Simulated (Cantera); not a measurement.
Carbon deposition, reforming and gasification: C₃H₆ + CO₂ + N₂

Feed: 1 mol C₃H₆, 0.63 mol CO₂, 3.2 mol N₂, at 1223 K and 1 atm.

Cantera equilibrium calculation (NASA polynomials, part measured and part estimated; ideal gas, pure solids and liquids). Candidate condensed phases: C, C₆H₆, C₇H₈, C₈H₁₈, H₂O; 136 gas species. Rates play no part.

| Item | Value |
|---|---|
| x(N₂) | 0.431 |
| x(H₂) | 0.398 |
| x(CO) | 0.167 |
| x(CH₄) | 0.00214 |
| x(H₂O) | 0.00136 |
| x(CO₂) | 0.000391 |
| x(HCN) | 3.96e-5 |
| x(NH₃) | 2.87e-5 |
| n(C(graphite)) | 2.37 mol |
| gas amount | 7.431 mol |
